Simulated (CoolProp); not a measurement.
cis-2-butene at several states: fugacity coefficient from the reference equation and from simpler models built on Tc = 435.8 K, pc = 4.236 MPa, ω = 0.202; each cubic takes its own stable root.

Computed with CoolProp (reference Helmholtz-energy equation of state, Lemmon 2005). It is a short technical equation, of lower accuracy than the large ones.

| T (K) | p (MPa) | phase | reference |
|---|---|---|---|
| 522.3 | 4.53 | supercritical | 0.8084 |
| 521 | 11.4 | supercritical | 0.5827 |
| 474 | 0.554 | gas | 0.9657 |
| 392.7 | 1.41 | gas | 0.8389 |
| 295.2 | 0.164 | gas | 0.9499 |
| 432.3 | 16.3 | liquid | 0.2529 |

Problem. How far does each simpler model (Redlich-Kwong, Soave-Redlich-Kwong) lie from the reference over these 6 states: mean and median of the absolute difference, and the worst?

Solution. 
- Redlich-Kwong: mean 2.4 %, median 1.3 %, worst +8.7 % at 432.3 K and 16.3 MPa
- Soave-Redlich-Kwong: mean 2.7 %, median 1.1 %, worst +8.1 % at 432.3 K and 16.3 MPa
